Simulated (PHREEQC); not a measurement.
A column of 0.1 m (30 cells, dispersivity 0.0035 m, 60 s a shift, diffusion coefficient 3e-10 m²/s) holds 0.14 eq of the database's cation exchanger X per kg of pore water, first in equilibrium with 0.025 mol CdCl2 and 1e-05 mol HCl per kg of water. It is flushed with 4.2 mmol/kgw SrCl2, 22 mmol/kgw BaCl2, 31 mmol/kgw KCl and 0.01 mmol/kgw HCl, at 40 °C. Values are for the last cell. No CO2 enters from the air. No solid was allowed to form.

The series has 31 steps of pore volumes, from 0 to 6.017.

All values are PHREEQC results (ion-association model, phreeqc.dat), not measurements.

Problem. After how many pore volumes does K at the outlet first reach half of its feed value?

Solution. By 2.4 pore volumes; it later peaks at 0.0385 mol/kgw, above the feed's 0.0310.

Problem. After how many pore volumes does Ba at the outlet first reach half of its feed value?

Solution. By 3.0 pore volumes.

Problem. After how many pore volumes does Sr at the outlet first reach half of its feed value?

Solution. By 3.0 pore volumes.

Constants without temperature data keep their 25 °C values here.
